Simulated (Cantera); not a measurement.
A closed system holds: 1 mol BF3, 0.094 mol H2O, 6.9 mol N2, equilibrated at 2048 K.

Method: chemical equilibrium by Gibbs-energy minimisation in Cantera with the NASA 1993 tables (ideal gas, pure condensed phases). Candidate condensed phases: B, BN, B2O3, B3O3H3, H2O; 62 gas species. The tables' values for BF2 are old estimates; treat these amounts as uncertain. Kinetics and transport are ignored.

x: gas mole fraction; nothing condenses.

```json
[
 {"P (Pa)": "10", "x N2": "0.849", "x BF3": "0.107", "x HF": "0.0230", "x BOF": "0.0116", "x F": "[?]", "x BF2": "0.00421"},
 {"P (Pa)": "37", "x N2": "0.851", "x BF3": "0.109", "x HF": "0.0231", "x BOF": "0.0116", "x F": "[?]", "x BF2": "0.00224"},
 {"P (Pa)": "140", "x N2": "0.852", "x BF3": "0.111", "x HF": "0.0232", "x BOF": "0.0116", "x F": "[?]", "x BF2": "0.00117"},
 {"P (Pa)": "520", "x N2": "0.853", "x BF3": "0.111", "x HF": "0.0232", "x BOF": "0.0116", "x F": "[?]", "x BF2": "0.000617"},
 {"P (Pa)": "1900", "x N2": "0.853", "x BF3": "0.112", "x HF": "0.0232", "x BOF": "0.0116", "x F": "[?]", "x BF2": "0.000335"},
 {"P (Pa)": "7200", "x N2": "0.853", "x BF3": "0.112", "x HF": "0.0232", "x BOF": "0.0116", "x F": "[?]", "x BF2": "0.000189"},
 {"P (Pa)": "27000", "x N2": "0.853", "x BF3": "0.112", "x HF": "0.0232", "x BOF": "0.0116", "x F": "[?]", "x BF2": "0.000120"},
 {"P (Pa)": "100000", "x N2": "0.853", "x BF3": "0.112", "x HF": "0.0232", "x BOF": "0.0116", "x F": "[?]", "x BF2": "8.52e-5"}
]
```

### Question
Fill in the missing entries.

### Answer

- 10, x F: 0.00454
- 37, x F: 0.00235
- 140, x F: 0.00120
- 520, x F: 0.000618
- 1900, x F: 0.000313
- 7200, x F: 0.000146
- 27000, x F: 6.16e-5
- 100000, x F: 2.34e-5
